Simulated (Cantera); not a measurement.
Input (Python, Cantera):

```python
import numpy as np
import cantera as ct

gas = ct.Solution("h2o2.yaml")
gas.TPX = 450, 500000, {'H2': 1, 'O2': 0.847, 'N2': 3.19}
flame = ct.FreeFlame(gas, width=0.013)
flame.set_refine_criteria(ratio=3, slope=0.08, curve=0.16)
flame.transport_model = "mixture-averaged"
flame.solve(loglevel=0, auto=True)
z, T = flame.grid, flame.T
thick = (T[-1] - T[0]) / np.gradient(T, z).max()
show = ['H2', 'O2', 'OH', 'H', 'H2O2', 'O']
print(f"laminar burning velocity  {flame.velocity[0] * 100:.3f} cm/s")
print(f"burnt temperature         {T[-1]:.1f} K")
print(f"thermal thickness         {thick * 1e3:.4f} mm")
print(f"grid points               {len(z)}")
z0 = z[flame.heat_release_rate.argmax()]
print(f"{'z/mm':>9s}{'T/K':>9s}{'u/(m/s)':>9s}" + "".join(f"{s:>11s}" for s in show))
rows = []
for k in (-3, -2, -1.5, -1, -0.5, -0.25, 0, 0.25, 0.5, 1, 2, 4, 8):
    zz = z0 + k * thick
    rows.append([k * thick, np.interp(zz, z, T), np.interp(zz, z, flame.velocity),
                 *(np.interp(zz, z, flame.X[gas.species_index(s)]) for s in show)])
    print(f"{rows[-1][0] * 1e3:9.3f}{rows[-1][1]:9.1f}{rows[-1][2]:9.3f}" + "".join(f"{x:11.3e}" for x in rows[-1][3:]))
```

It prints:

```
laminar burning velocity  92.706 cm/s
burnt temperature         1893.0 K
thermal thickness         0.0752 mm
grid points               114
     z/mm      T/K  u/(m/s)         H2         O2         OH          H       H2O2          O
   -0.226    450.5    0.924  1.950e-01  1.689e-01  7.998e-13  4.908e-14  6.588e-08  7.010e-11
   -0.150    452.4    0.922  1.886e-01  1.702e-01  9.235e-12  5.319e-13  4.589e-07  6.982e-10
   -0.113    458.9    0.924  1.785e-01  1.721e-01  9.782e-11  4.947e-12  2.542e-06  4.579e-09
   -0.075    495.6    0.974  1.541e-01  1.754e-01  6.278e-09  3.818e-10  2.248e-05  6.333e-08
   -0.038    721.6    1.364  1.025e-01  1.701e-01  1.536e-05  8.465e-06  1.546e-04  8.505e-06
   -0.019   1034.5    1.929  6.768e-02  1.506e-01  3.637e-04  3.800e-04  1.653e-04  2.067e-04
    0.000   1370.8    2.545  3.568e-02  1.215e-01  1.748e-03  1.809e-03  2.903e-05  1.321e-03
    0.019   1593.3    2.958  1.570e-02  9.854e-02  4.009e-03  2.504e-03  5.009e-06  2.504e-03
    0.038   1714.4    3.182  7.251e-03  8.786e-02  5.356e-03  1.934e-03  3.056e-06  2.597e-03
    0.075   1816.5    3.367  2.555e-03  8.252e-02  5.142e-03  7.380e-04  1.729e-06  1.591e-03
    0.150   1869.0    3.459  7.622e-04  8.166e-02  3.300e-03  1.339e-04  8.446e-07  5.378e-04
    0.301   1886.9    3.489  1.907e-04  8.184e-02  1.786e-03  1.793e-05  3.768e-07  1.453e-04
    0.602   1891.9    3.497  6.271e-05  8.200e-02  1.098e-03  3.865e-06  2.097e-07  5.344e-05
```

Model: the H2/O2 subset of GRI-Mech 3.0, which has no nitrogen chemistry, integrated in Cantera. The hydrogen kinetics of GRI-Mech 3.0 are dated; newer H2 mechanisms differ, most at raised pressure. Burning velocities carry a grid error of a few per cent, more on coarse grids. Lean hydrogen flames are cellular in practice and burn faster than this planar one.
